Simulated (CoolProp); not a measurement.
Saturated liquid density (kg/m³) of p-xylene: the reference equation beside estimates from Tc = 343.0 °C, pc = 3.532 MPa, ω = 0.324.

Model: reference Helmholtz-energy equation of state, Zhou 2012, in CoolProp.

```tsv
T (°C)	reference	van der Waals	Redlich-Kwong
41.65	842.2	476.8	707.5
51.75	833.3	472.3	___
61.85	___	467.7	692.4
71.95	___	463.0	684.4
82.05	806.3	458.2	676.2
92.15	___	453.3	667.8
102.25	787.7	___	659.1
112.35	778.2	___	650.1
122.45	768.6	437.8	640.9
```

**Question.** Complete the blanks.

**Answer.** 
- 51.75, Redlich-Kwong: 700.1
- 61.85, reference: 824.4
- 71.95, reference: 815.4
- 92.15, reference: 797.0
- 102.25, van der Waals: 448.2
- 112.35, van der Waals: 443.1

Absolute difference from the reference over all 9 rows, mean and median: van der Waals 43.2 and 43.2 %, Redlich-Kwong 16.2 and 16.1 %.
